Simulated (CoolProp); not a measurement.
Vapour-liquid equilibrium of ethanol (1) + toluene (2) at 1540 kPa; x and y are mole fractions of (1).

Values from CoolProp's multi-fluid Helmholtz-energy mixture model, Schroeder 2014 and Lemmon 2006; pair parameters Bell 2016.

```
x     bubble temperature (K)  y at the bubble point  dew temperature at overall composition x (K)  liquid density (mol/L)
----  ----------------------  ---------------------  --------------------------------------------  ----------------------
0.05                   498.8                  0.228                                         513.5                   7.011
0.15                   476.1                  0.481                                         505.3                   7.586
0.25                   464.5                  0.597                                         497.0                   8.041
0.35                   458.0                  0.663                                         488.3                   8.478
0.45                   453.7                  0.710                                         479.0                   8.951
0.55                   450.6                  0.751                                         469.2                   9.494
0.65                   448.0                  0.793                                         459.3                   10.13
0.75                   445.8                  0.839                                         450.7                   10.89
0.85                   443.9                  0.895                                         445.3                   11.78
0.95                   442.4                  0.961                                         442.6                   12.84
```

No azeotrope shows between x = 0.05 and 0.95.

The pair parameters rest on a limited set of measurements; away from them the model extrapolates.
